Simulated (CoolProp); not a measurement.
R1224YDZ along the isotherm 259.6 K: fugacity coefficient from the reference equation and from simpler models built on Tc = 428.7 K, pc = 3.334 MPa, ω = 0.325; each cubic takes its own stable root.

Computed with CoolProp (reference Helmholtz-energy equation of state, Akasaka 2023).

```csv
p (MPa),phase,reference,van der Waals,Redlich-Kwong,Soave-Redlich-Kwong
0.333,liquid,0.08718,0.8397,0.2220,0.08797
0.667,liquid,0.04422,0.4306,0.1129,0.04470
1,liquid,0.02996,0.2950,0.07666,0.03034
1.33,liquid,0.02288,0.2278,0.05869,0.02321
1.67,liquid,0.01851,0.1864,0.04762,0.01882
2,liquid,0.01570,0.1598,0.04048,0.01599
2.33,liquid,0.01369,0.1408,0.03538,0.01396
2.67,liquid,0.01214,0.1262,0.03145,0.01240
3,liquid,0.01097,0.1153,0.02849,0.01123
3.33,liquid,0.01004,0.1066,0.02613,0.01029
3.67,liquid,0.009252,0.09939,0.02415,0.009507
4,liquid,0.008621,0.09359,0.02256,0.008874
4.33,liquid,0.008088,0.08873,0.02121,0.008340
4.67,liquid,0.007619,0.08449,0.02003,0.007871
5,liquid,0.007227,0.08098,0.01905,0.007479
```
